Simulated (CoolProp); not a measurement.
Oxygen at 293.15 K and 1.65 MPa flows at 4.1 m/s in a round tube of 1 mm bore and 1.5 µm roughness, fully developed (64/Re and Nu = 3.66 if laminar; Colebrook and Gnielinski if turbulent). Each further row changes one setting.

Values from CoolProp's reference Helmholtz-energy equation of state, Schmidt 1985.

```tsv
case	Reynolds number	Darcy friction factor	pressure drop (Pa/m)	heat-transfer coefficient (W/(m² K))	mass flow (kg/h)
as stated	4360	0.0405	7450	399	[?]
velocity 8.2 m/s	8710	0.0341	[?]	760	[?]
diameter 2 mm	8710	0.0331	3050	368	[?]
```

Problem. Fill in the missing entries.

Solution. 
- as stated, mass flow (kg/h): 0.254
- velocity 8.2 m/s, pressure drop (Pa/m): 25100
- velocity 8.2 m/s, mass flow (kg/h): 0.508
- diameter 2 mm, mass flow (kg/h): 1.02

Viscosity comes from a separate model (Lemmon 2004). Thermal conductivity comes from a separate model (Lemmon 2004).
